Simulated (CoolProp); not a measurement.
Vapour pressure (bar) of CH2F2 (R32): the reference equation beside estimates from Tc = 78.1 °C, pc = 57.83 bar, ω = 0.277.

Computed with CoolProp (reference Helmholtz-energy equation of state, Tillner-Roth 1997).

```csv
T (°C),reference,Lee-Kesler,van der Waals,Peng-Robinson
-64.95,0.4894,0.4637,4.680,0.4807
-62.85,0.5529,0.5261,4.961,0.5436
-60.75,0.6229,0.5952,5.253,0.6129
-58.55,0.7037,0.6752,5.572,0.6931
-56.45,0.7885,0.7595,5.888,0.7774
-54.35,0.8813,0.8521,6.215,0.8697
-52.15,0.9878,0.9585,6.572,0.9755
-50.05,1.099,1.070,6.925,1.086
-47.95,1.219,1.191,7.290,1.206
-45.75,1.357,1.329,7.686,1.343
-43.65,1.499,1.473,8.078,1.485
-41.55,1.653,1.629,8.482,1.639
-39.45,1.819,1.797,8.900,1.805
-37.25,2.006,1.987,9.352,1.993
```

Absolute difference from the reference over all 14 rows, mean and median: Lee-Kesler 2.9 and 2.8 %, van der Waals 572.0 and 547.7 %, Peng-Robinson 1.2 and 1.2 %.
